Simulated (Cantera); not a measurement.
An isothermal, constant-pressure homogeneous reactor starts with CH4 : H2 : H = 0.048 : 1 : 0.01 (molar parts), at 1350 K and 100.0 Torr. Integrator tolerance rtol = 1e-08.

Model: GRI-Mech 3.0 (53 species, 325 reactions), integrated in Cantera. GRI-Mech 3.0 stops at C3 and has no aromatics, soot or wall deposition, so with more carbon than oxygen in the feed, carbon stays in small species such as C2H2 where larger ones or solid carbon would form.

Q: What does this change do: temperature 1350 to 2523 K?

A: 
```json
[
 {"quantity": "x(CH4) at 10.0 s", "before": "0.0437 (gas-phase equilibrium 0.0372)", "after": "2.16e-5 (gas-phase equilibrium 2.19e-5)"},
 {"quantity": "x(H2) at 10.0 s", "before": "0.955 (gas-phase equilibrium 0.959)", "after": "0.906 (gas-phase equilibrium 0.906)"},
 {"quantity": "x(H) at 10.0 s", "before": "5.66e-6 (gas-phase equilibrium 6.43e-6)", "after": "0.0730 (gas-phase equilibrium 0.0730)"},
 {"quantity": "x(C2H6) at 10.0 s", "before": "1.47e-6 (gas-phase equilibrium 2.54e-6)", "after": "1.77e-11 (gas-phase equilibrium 1.82e-11)"},
 {"quantity": "x(C2H2) at 10.0 s", "before": "0.000752 (gas-phase equilibrium 0.00337)", "after": "0.0208 (gas-phase equilibrium 0.0208)"}
]
```
